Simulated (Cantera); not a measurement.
Input: 1 mol Si₃N₄, 2.1 mol CO₂, 320 mol H₂, equilibrated at 1523 K and 9.30 Pa.

Cantera equilibrium calculation (NASA polynomials, part measured and part estimated; ideal gas, pure solids and liquids). Candidate condensed phases: C, C₆H₆, C₇H₈, C₈H₁₈, H₂O, Si, SiC, SiO₂, Si₂N₂O, Si₃N₄; 151 gas species. Equilibrium is a limit: real reactors are often held back by kinetics, nucleation or transport.

Question: What is the equilibrium state?

Answer: 
```
Property                                   Result
--------------------------------------  ---------
x(H₂)                                       0.979
x(SiO)                                    0.00779
x(N₂)                                     0.00612
x(CO)                                     0.00507
x(H)                                      0.00237
x(Si)                                     4.12e-5
x(HCN)                                    3.60e-6
x(SiH)                                    1.15e-6
n(SiC(s))                               0.442 mol
gas amount                              326.6 mol
log10 activity of Si(s) (absent)            -0.67
log10 activity of C(graphite) (absent)      -1.43
```
